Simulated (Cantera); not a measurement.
What does this Cantera script print?

```python
import numpy as np
import cantera as ct

gas_names = """
    B BH BH2 BH3 BN B2 H H2 N NH NH2 NH3 N2 N2H2 N2H4
""".split()
cond_names = """
    B(b) B(L) BN(s)
""".split()


# ... load() reads the species with a 1 bar reference pressure and builds the phases ...
atoms = {
    'B2H6': {'B': 2, 'H': 6},
    'NH3': {'N': 1, 'H': 3},
    'H2': {'H': 2},
}
top_T = {'BN(s)': 3200}  # K; cautious upper limits of use, not melting points


# ... equilibrate(T, P, feed) seeds the gas with the atoms and calls Mixture.equilibrate('TP', solver="vcs", rtol=1e-11, max_steps=5000) ...
results = []
feed = {'B2H6': 1, 'NH3': 0.14, 'H2': 110}  # mol
P = 9300  # Pa
for T in [1523, 1598, 1673, 1748, 1823, 1898, 1973, 2048, 2123, 2198]:
    mix = equilibrate(T, P, feed)
    results.append((T, P, feed, dict(zip(mix.species_names, mix.species_moles))))
    x = sorted(zip(gas.X, gas.species_names), reverse=True)
    print(f"T = {T:g} K  P = {P:g} Pa  gas = {mix.phase_moles(0):.4g} mol")
    print("   x: " + "  ".join(f"{s} {v:.3e}" for v, s in x if v > 1e-06))
    print("   condensed (mol): " + ("  ".join(f"{mix.phase(i).name} {mix.phase_moles(i):.4g}"
          for i in range(1, mix.n_phases) if mix.phase_moles(i) > 1e-12) or "none"))
```

Output:

```
T = 1523 K  P = 9300 Pa  gas = 113.2 mol
   x: H2 9.999e-01  H 7.578e-05  BH2 1.250e-05  BH3 2.086e-06
   condensed (mol): B(b) 1.858  BN(s) 0.14
T = 1598 K  P = 9300 Pa  gas = 113.2 mol
   x: H2 9.998e-01  H 1.745e-04  BH2 2.558e-05  BH3 2.903e-06
   condensed (mol): B(b) 1.857  BN(s) 0.1398
T = 1673 K  P = 9300 Pa  gas = 113.2 mol
   x: H2 9.996e-01  H 3.734e-04  BH2 4.902e-05  BH3 3.914e-06  N2 3.663e-06
   condensed (mol): B(b) 1.855  BN(s) 0.1392
T = 1748 K  P = 9300 Pa  gas = 113.3 mol
   x: H2 9.991e-01  H 7.489e-04  BH2 8.874e-05  N2 1.702e-05  BH3 5.133e-06
   condensed (mol): B(b) 1.853  BN(s) 0.1361
T = 1823 K  P = 9300 Pa  gas = 113.3 mol
   x: H2 9.984e-01  H 1.420e-03  BH2 1.528e-04  N2 6.957e-05  BH3 6.570e-06
   condensed (mol): B(b) 1.858  BN(s) 0.1242
T = 1898 K  P = 9300 Pa  gas = 113.4 mol
   x: H2 9.969e-01  H 2.559e-03  N2 2.542e-04  BH2 2.515e-04  BH3 8.228e-06
   condensed (mol): B(b) 1.888  BN(s) 0.08234
T = 1973 K  P = 9300 Pa  gas = 113.5 mol
   x: H2 9.946e-01  H 4.412e-03  N2 6.165e-04  BH2 3.978e-04  BH3 1.010e-05
   condensed (mol): B(b) 1.954
T = 2048 K  P = 9300 Pa  gas = 113.7 mol
   x: H2 9.914e-01  H 7.311e-03  N2 6.156e-04  BH2 6.072e-04  BH3 1.218e-05  B 3.126e-06  BH 1.830e-06
   condensed (mol): B(b) 1.929
T = 2123 K  P = 9300 Pa  gas = 113.9 mol
   x: H2 9.868e-01  H 1.169e-02  BH2 8.973e-04  N2 6.143e-04  BH3 1.445e-05  B 9.842e-06  BH 4.461e-06
   condensed (mol): B(b) 1.894
T = 2198 K  P = 9300 Pa  gas = 114.3 mol
   x: H2 9.800e-01  H 1.808e-02  BH2 1.287e-03  N2 6.122e-04  B 2.861e-05  BH3 1.686e-05  BH 1.020e-05
   condensed (mol): B(b) 1.847
```

These are equilibrium values from Cantera (NASA tables, ideal gas, pure condensed phases), not measurements of a reactor. The feed counts by its element totals alone. Mutual solubility and eutectic melting of coexisting phases are not modelled. The tables' values for BH2 are old estimates; treat these amounts as uncertain. Gases not in the tables: B2H6 and higher boranes.
